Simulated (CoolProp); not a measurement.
Nitrogen along the isotherm 94.7 K: fugacity coefficient from the reference equation and from simpler models built on Tc = 126.2 K, pc = 3.396 MPa, ω = 0.037; each cubic takes its own stable root.

Values from CoolProp's reference Helmholtz-energy equation of state, Span 2000.

| p (MPa) | phase | reference |
|---|---|---|
| 0.212 | gas | 0.9522 |
| 0.424 | gas | 0.9043 |
| 0.637 | liquid | 0.7341 |
| 0.849 | liquid | 0.5566 |
| 1.06 | liquid | 0.4505 |
| 1.27 | liquid | 0.3799 |
| 1.49 | liquid | 0.3273 |
| 1.7 | liquid | 0.2898 |

How far does each simpler model (van der Waals, Redlich-Kwong, Peng-Robinson) lie from the reference over these 8 states: mean and median of the absolute difference, and the worst?


- van der Waals: mean 45.0 %, median 61.3 %, worst +71.7 % at 94.7 K and 1.7 MPa
- Redlich-Kwong: mean 0.8 %, median 1.0 %, worst -1.0 % at 94.7 K and 0.637 MPa
- Peng-Robinson: mean 0.5 %, median 0.4 %, worst -0.8 % at 94.7 K and 1.7 MPa

At some of these states van der Waals gives the other phase, because its saturation line lies elsewhere.
